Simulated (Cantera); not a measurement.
A freely propagating, adiabatic, planar premixed flame of CH₄ : C₂H₆ : O₂ : N₂ = 1 : 1.3 : 5.04 : 18.9 (molar parts), equivalence ratio 1.3, unburnt at 700 K and 6.81 atm; mixture-averaged transport, grid criteria slope 0.08 and curve 0.16, no radiation.

Computed with Cantera and GRI-Mech 3.0 (53 species, 325 reactions). Burning velocities carry a grid error of a few per cent, more on coarse grids.

x: mole fraction of selected species; z is measured from the peak of heat release.

```
z (mm)   T (K)  u (m/s)     x CH₄    x C₂H₆      x O₂    x HCO      x NO    x C₂H
-------  -----  -------  --------  --------  --------  -------  --------  -------
-0.190     700    0.985    0.0380    0.0494     0.191    <1e-8     <1e-8    <1e-8
-0.127     705    0.995    0.0377    0.0492     0.190    <1e-8         ?    <1e-8
-0.0952    720     1.02    0.0371    0.0487     0.188    <1e-8         ?    <1e-8
-0.0635    809     1.16    0.0349    0.0463     0.178    <1e-8         ?    <1e-8
-0.0317   1233     1.83    0.0261    0.0290     0.133  1.08e-6         ?    <1e-8
-0.0159   1633     2.47    0.0173   0.00975    0.0868  2.00e-5         ?  1.80e-7
0         1999     3.08   0.00673  0.000505    0.0412  3.71e-5         ?  3.92e-6
0.0159    2189     3.38   0.00129   4.76e-6    0.0155  1.94e-5         ?  5.55e-6
0.0317    2257     3.47  0.000193   8.70e-8   0.00575  5.34e-6         ?  1.76e-6
0.0635    2301     3.52   5.82e-6     <1e-8   0.00138  6.39e-7         ?  7.93e-8
0.127     2335     3.57   4.42e-8     <1e-8  0.000490  3.39e-7  0.000143    <1e-8
0.254     2362     3.60     <1e-8     <1e-8  0.000202  2.15e-7  0.000150    <1e-8
0.508     2377     3.62     <1e-8     <1e-8   7.98e-5  1.36e-7  0.000154    <1e-8
```

Q: Complete the blanks.

A: 
- -0.127, x NO: 1.59e-8
- -0.0952, x NO: 7.73e-8
- -0.0635, x NO: 6.09e-7
- -0.0317, x NO: 7.34e-6
- -0.0159, x NO: 1.86e-5
- 0, x NO: 3.68e-5
- 0.0159, x NO: 6.55e-5
- 0.0317, x NO: 9.41e-5
- 0.0635, x NO: 0.000125
